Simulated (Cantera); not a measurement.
## Equilibrium for fluorocarbon and chlorocarbon gases: CF4 + H2

A closed system holds: 1 mol CF4, 2.8 mol H2, at 13.3 mbar.

Method: chemical equilibrium by Gibbs-energy minimisation in Cantera with the NASA 1993 tables (ideal gas, pure condensed phases). Candidate condensed phases: C, C6H6, C7H8, C8H18; 95 gas species. The numbers say what is thermodynamically allowed, not how fast it happens.

```csv
T (°C),log p HF,log p H,log p H2,log p F,log p C3,log p C,log p CH4,n C(graphite)
352,-1.95,<-13,-2.72,<-13,<-13,<-13,-3.76,0.938
552,-1.95,-12.43,-2.65,<-13,<-13,<-13,-5.35,0.998
752,-1.95,-9.69,-2.65,<-13,<-13,<-13,-6.44,1.000
952,-1.95,-7.83,-2.65,-12.75,<-13,<-13,-7.19,1.000
1152,-1.95,-6.49,-2.65,-10.60,<-13,<-13,-7.73,1.000
1352,-1.95,-5.48,-2.65,-8.98,<-13,<-13,-8.14,1.000
1552,-1.95,-4.68,-2.66,-7.71,-12.61,-12.31,-8.46,1.000
1752,-1.96,-4.05,-2.66,-6.68,-10.29,-10.29,-8.73,0.999
1952,-1.96,-3.53,-2.69,-5.83,-8.40,-8.63,-8.98,0.996
2152,-1.97,-3.12,-2.75,-5.11,-6.83,-7.24,-9.27,0.989
2352,-1.98,-2.81,-2.88,-4.46,-5.50,-6.07,-9.67,0.975
2552,-2.01,-2.60,-3.11,-3.86,-4.37,-5.06,-10.24,0.903
2752,-2.07,-2.48,-3.42,-3.32,-3.39,-4.19,-10.96,0.290
2952,-2.18,-2.37,-3.70,-2.89,-3.33,-3.69,-11.87,0
```
log p: log10 of the partial pressure in bar; n: condensed amount in mol.

From 352 °C to 2752 °C the condensed part is C(graphite). At 2952 °C nothing is condensed. The main C-bearing gas is CH4 at 352 °C and C3 at 2952 °C.
